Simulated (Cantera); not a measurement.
What does this Cantera script print?

```python
import numpy as np
import cantera as ct

surf = ct.Interface("ptcombust.yaml", "Pt_surf")
gas = surf.adjacent["gas"]
gas.TPX = 300, 14000, {'CH4': 0.039, 'O2': 0.16, 'N2': 0.79}
jet = ct.ImpingingJet(gas=gas, width=0.057, surface=surf)
jet.inlet.mdot, jet.inlet.T, jet.inlet.X = 0.072, 300, {'CH4': 0.039, 'O2': 0.16, 'N2': 0.79}
jet.set_refine_criteria(ratio=10, slope=0.2, curve=0.3)
show, cover = ['CH4', 'O2', 'H2O', 'OH', 'CO', 'CO2'], ["PT(S)", "H(S)", "O(S)", "OH(S)", "CO(S)", "C(S)"]

rows = []
print(f"{'Ts/K':>7s}" + "".join(f"{s:>11s}" for s in show + cover) + "   (gas at the wall, coverages)")
for i, Ts in enumerate([850, 900, 950, 1000, 1050]):
    jet.surface.T = Ts
    if i == 0:
        surf.TP = Ts, 14000
        surf.coverages = "PT(S):0.5, O(S):0.5"
        surf.advance_coverages(1.0)
        jet.set_initial_guess(products="inlet")
    jet.solve(loglevel=0, auto=(i == 0))
    rows.append([*(jet.X[gas.species_index(s), -1] for s in show), *surf[cover].coverages])
    print(f"{Ts:7g}" + "".join(f"{x:11.3e}" for x in rows[-1]))
```

It prints:

```
   Ts/K        CH4         O2        H2O         OH         CO        CO2      PT(S)       H(S)       O(S)      OH(S)      CO(S)       C(S)   (gas at the wall, coverages)
    850  3.238e-02  1.466e-01  1.327e-02  7.134e-09  7.913e-06  8.689e-03  1.137e-01  2.076e-08  8.852e-01  1.141e-03  1.356e-05  3.462e-08
    900  2.558e-02  1.321e-01  2.596e-02  2.985e-08  8.969e-06  1.705e-02  1.713e-01  7.649e-08  8.271e-01  1.510e-03  1.254e-05  4.461e-08
    950  1.870e-02  1.174e-01  3.867e-02  9.178e-08  9.113e-06  2.548e-02  2.371e-01  2.111e-07  7.612e-01  1.697e-03  9.782e-06  4.681e-08
   1000  1.341e-02  1.062e-01  4.836e-02  2.536e-07  8.854e-06  3.194e-02  3.063e-01  4.713e-07  6.920e-01  1.710e-03  6.974e-06  4.358e-08
   1050  9.813e-03  9.869e-02  5.487e-02  6.162e-07  8.617e-06  3.629e-02  3.756e-01  9.097e-07  6.227e-01  1.619e-03  4.851e-06  3.861e-08
```

Detailed kinetics in Cantera: Deutschmann's 1995 Pt surface mechanism with GRI-Mech 3.0 gas chemistry. Catalytic surfaces can have several steady states; this one follows from the mechanism file's or the stated starting coverage.
